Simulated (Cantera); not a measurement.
Feed: 1 mol PbO, 1.1 mol H2, 1.8 mol N2, held at 1300 °C.

Equilibrium computed with Cantera from the NASA thermochemical tables; the gas is ideal and each condensed phase is pure. Candidate condensed phases: H2O, Pb, PbO, PbO2, Pb3O4; 27 gas species. Gases not in the tables: (PbO)n polymers. Equilibrium is a limit: real reactors are often held back by kinetics, nucleation or transport.

Which condensed phases are stable at each of these points (P (Pa)): 10, 52, 270, 1400, 7200, 37000, 190000, 1000000?


```csv
P (Pa),condensed phases,Pb condensed (%)
10,gas only,0.0
52,gas only,0.0
270,gas only,0.0
1400,gas only,0.0
7200,gas only,0.0
37000,Pb(l),56.3
190000,Pb(l),92.4
1000000,Pb(l),98.6
```

From 10.0 Pa to 72.0 mbar nothing is condensed. From 0.370 bar to 10.0 bar the condensed part is Pb(l).
